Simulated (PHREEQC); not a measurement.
Dissolve 0.078 mol HF and 0.24 mol H2SO4 per kg of water at 80 °C. It is in equilibrium with CO2 at log p = -2 (atm). Otherwise closed; pH follows from the charge balance.

The numbers come from PHREEQC with the ion-association model, phreeqc.dat.

Precipitation was switched off in this run.

### Question
Estimate the pH.

### Answer
pH 0.72.

### Question
In which forms is S present?

### Answer
HSO4- 96 %, SO4-2 3.9 % of the S.

Species that the database lacks are ignored. At this temperature some constants are extrapolated from 25 °C, and those without enthalpy data are left unchanged.
